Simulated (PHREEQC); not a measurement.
Consider water at 25 °C with 0.041 mol HCl, 0.014 mol MnSO4 and 0.0011 mol MgSO4 per kg of water. Closed to the air; pH follows from the charge balance.

Computed with PHREEQC (ion-association model, wateq4f.dat).

No solid was allowed to form.

Question: Order these S species by the share of S that they hold, largest first: HSO4-, MnSO4, SO4-2, MgSO4.

Answer: HSO4- (50 %), SO4-2 (36 %), MnSO4 (13 %), MgSO4 (1.3 %)

Question: Order these Mn species by the share of Mn that they hold, largest first: Mn+2, MnSO4, MnCl+.

Answer: Mn+2 (81 %), MnSO4 (13 %), MnCl+ (5.6 %)

The pH is 1.55 and the ionic strength 0.0763 mol/kgw.
